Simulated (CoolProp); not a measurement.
A single-stage vapour-compression cycle with neopentane: evaporating at 285.15 K (dew point), condensing at 308.15 K (bubble point), superheat 8 K, subcooling 5 K, compressor efficiency 0.75, no pressure losses. Each further row changes one setting.

Values from CoolProp's reference Helmholtz-energy equation of state, Lemmon 2006. It is a short technical equation, of lower accuracy than the large ones.

```
case                              cooling COP  pressure ratio  discharge temperature (K)  refrigerating effect (kJ/kg)  volumetric capacity (kJ/m³)
--------------------------------  -----------  --------------  -------------------------  ----------------------------  ---------------------------
as stated                                8.80            2.11                      314.5                           286                          980
evaporating temperature 290.15 K          [?]            1.77                      314.7                           294                         1180
condensing temperature 303.15 K          11.5            1.81                        [?]                           298                         1020
subcooling 10 K                          9.16            2.11                      314.5                           298                         1020
superheat 18 K                            [?]            2.11                      324.5                           303                          999
compressor efficiency 0.65               7.63            2.11                      317.2                           286                          980
```

Task: Complete the blanks.

Result: 
- evaporating temperature 290.15 K, cooling COP: 11.7
- condensing temperature 303.15 K, discharge temperature (K): 310.2
- superheat 18 K, cooling COP: 8.98
